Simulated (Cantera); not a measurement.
Feed: 1 mol Fe, 0.51 mol NH₃, 49 mol H₂, held at 1.20 bar.

These are equilibrium values from Cantera (NASA tables, ideal gas, pure condensed phases), not measurements of a reactor. Candidate condensed phases: Fe; 10 gas species. Kinetics and transport are ignored.

Question: Which condensed phases are stable at each of these points (T (K)): 925, 1000, 1075, 1150, 1225, 1300, 1375, 1450, 1525, 1600, 1675, 1750, 1825, 1900?

Answer: 
| T (K) | condensed phases | Fe condensed (%) |
|---|---|---|
| 925 | Fe(α) | 100.0 |
| 1000 | Fe(α) | 100.0 |
| 1075 | Fe(α) | 100.0 |
| 1150 | Fe(α) | 100.0 |
| 1225 | Fe(γ) | 100.0 |
| 1300 | Fe(γ) | 100.0 |
| 1375 | Fe(γ) | 100.0 |
| 1450 | Fe(γ) | 100.0 |
| 1525 | Fe(γ) | 100.0 |
| 1600 | Fe(γ) | 100.0 |
| 1675 | Fe(δ) | 100.0 |
| 1750 | Fe(δ) | 99.9 |
| 1825 | Fe(l) | 99.8 |
| 1900 | Fe(l) | 99.5 |

From 925 K to 1150 K the condensed part is Fe(α). From 1225 K to 1600 K the condensed part is Fe(γ). From 1675 K to 1750 K the condensed part is Fe(δ). From 1825 K to 1900 K the condensed part is Fe(l).
